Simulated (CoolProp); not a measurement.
Properties of nitrogen along the isotherm 181.8 K (Tc = 126.2 K, pc = 3.396 MPa, ω = 0.037).

Computed with CoolProp (reference Helmholtz-energy equation of state, Span 2000).

| p (MPa) | phase | cv (kJ/(kg K)) | speed of sound (m/s) |
|---|---|---|---|
| 2.12 | gas | 0.7650 | 269.8 |
| 4.24 | supercritical | 0.7886 | 268.0 |
| 6.37 | supercritical | 0.8110 | 271.5 |
| 8.49 | supercritical | 0.8287 | 282.5 |
| 10.6 | supercritical | 0.8399 | 301.8 |
| 12.7 | supercritical | 0.8458 | 327.5 |
| 14.9 | supercritical | 0.8489 | 358.0 |
| 17 | supercritical | 0.8509 | 388.0 |
